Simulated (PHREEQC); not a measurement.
Consider water at 90 °C and 10 atm with 0.001 mol CaCl2, 0.065 mol Na2SO4 and 1.1e-05 mol H4SiO4 per kg of water. Closed to the air; pH follows from the charge balance.

The numbers come from PHREEQC with the ion-association model, phreeqc.dat.

**Question.** The ionic strength comes out as 0.173 mol/kgw. What activity coefficients do Ca+2, Cl-, OH-, HSO4-, NaSO4- get?

**Answer.** Ca+2 0.29, Cl- 0.70, OH- 0.69, HSO4- 0.72, NaSO4- 0.73.

Precipitation was switched off in this run. Species that the database lacks are ignored. Constants without temperature data keep their 25 °C values here.
